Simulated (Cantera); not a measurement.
An adiabatic, constant-pressure homogeneous reactor starts with H2 : O2 : N2 = 1 : 0.417 : 3.83 (molar parts), equivalence ratio 1.2, at 1300 K and 0.770 bar. Integrator tolerance rtol = 1e-08.

Cantera simulation using the H2/O2 subset of GRI-Mech 3.0, which has no nitrogen chemistry; the numbers are that mechanism's predictions, not measurements.

```csv
quantity,before,after
time of steepest temperature rise,65.6 µs,73.5 µs
temperature at 0.200 s,2386 K,2367 K
equilibrium temperature,2386 K,2367 K
x(H2) at 0.200 s,0.0349 (gas-phase equilibrium 0.0349),0.0348 (gas-phase equilibrium 0.0348)
x(O2) at 0.200 s,0.000340 (gas-phase equilibrium 0.000340),0.000283 (gas-phase equilibrium 0.000283)
x(OH) at 0.200 s,0.00277 (gas-phase equilibrium 0.00277),0.00249 (gas-phase equilibrium 0.00249)
x(H2O) at 0.200 s,0.168 (gas-phase equilibrium 0.168),0.169 (gas-phase equilibrium 0.169)
x(O) at 0.200 s,0.000170 (gas-phase equilibrium 0.000170),0.000140 (gas-phase equilibrium 0.000140)
x(HO2) at 0.200 s,1.03e-7 (gas-phase equilibrium 1.03e-7),8.50e-8 (gas-phase equilibrium 8.50e-8)
```

Q: What was changed between the two runs?
(A) pressure from 0.770 bar to 5.10 bar
(B) O2 0.417 to 0.62 parts
(C) initial temperature 1300 to 1798 K
(D) initial temperature 1300 to 1275 K

A: D, initial temperature 1300 to 1275 K
